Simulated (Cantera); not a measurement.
**NO annealing gas**

An isothermal, constant-pressure homogeneous reactor starts with NO : N₂ : H₂O = 1 : 0.73 : 0.035 (molar parts), at 1998 K and 0.0560 bar.

Computed with Cantera and GRI-Mech 3.0 (53 species, 325 reactions).

```json
[
 {"t (s)": "0.000300", "x NO": "0.567", "x N₂": "0.414", "x O₂": "3.77e-8", "x N₂O": "6.04e-6", "x NO₂": "3.02e-7", "x O": "3.40e-6"},
 {"t (s)": "0.000866", "x NO": "0.567", "x N₂": "0.414", "x O₂": "3.35e-7", "x N₂O": "1.67e-5", "x NO₂": "2.84e-6", "x O": "5.19e-6"},
 {"t (s)": "0.00250", "x NO": "0.566", "x N₂": "0.414", "x O₂": "5.21e-6", "x N₂O": "4.26e-5", "x NO₂": "1.88e-5", "x O": "1.30e-5"},
 {"t (s)": "0.00721", "x NO": "0.566", "x N₂": "0.414", "x O₂": "0.000146", "x N₂O": "8.10e-5", "x NO₂": "3.03e-5", "x O": "4.60e-5"},
 {"t (s)": "0.0208", "x NO": "0.565", "x N₂": "0.414", "x O₂": "0.000789", "x N₂O": "6.60e-5", "x NO₂": "1.78e-5", "x O": "8.62e-5"},
 {"t (s)": "0.0600", "x NO": "0.561", "x N₂": "0.416", "x O₂": "0.00244", "x N₂O": "5.45e-5", "x NO₂": "2.28e-5", "x O": "0.000171"},
 {"t (s)": "0.173", "x NO": "0.551", "x N₂": "0.421", "x O₂": "0.00726", "x N₂O": "6.09e-5", "x NO₂": "3.95e-5", "x O": "0.000272"},
 {"t (s)": "0.500", "x NO": "0.522", "x N₂": "0.435", "x O₂": "0.0215", "x N₂O": "6.03e-5", "x NO₂": "6.55e-5", "x O": "0.000447"},
 {"t (s)": "1.44", "x NO": "0.439", "x N₂": "0.477", "x O₂": "0.0630", "x N₂O": "4.44e-5", "x NO₂": "9.59e-5", "x O": "0.000734"},
 {"t (s)": "4.16", "x NO": "0.247", "x N₂": "0.572", "x O₂": "0.158", "x N₂O": "1.40e-5", "x NO₂": "8.70e-5", "x O": "0.00113"},
 {"t (s)": "12.0", "x NO": "0.0550", "x N₂": "0.669", "x O₂": "0.254", "x N₂O": "7.66e-7", "x NO₂": "2.47e-5", "x O": "0.00142"},
 {"t (s)": "34.7", "x NO": "0.0110", "x N₂": "0.691", "x O₂": "0.276", "x N₂O": "1.15e-7", "x NO₂": "5.15e-6", "x O": "0.00147"},
 {"t (s)": "100", "x NO": "0.00825", "x N₂": "0.692", "x O₂": "0.278", "x N₂O": "1.03e-7", "x NO₂": "3.88e-6", "x O": "0.00148"}
]
```
x: mole fraction; the columns are a selection and need not sum to one.

Equilibrium at this temperature and pressure: NO 0.00824, N₂ 0.692, O₂ 0.278, N₂O 1.03e-7, NO₂ 3.87e-6, O 0.00148 (gas phase only).
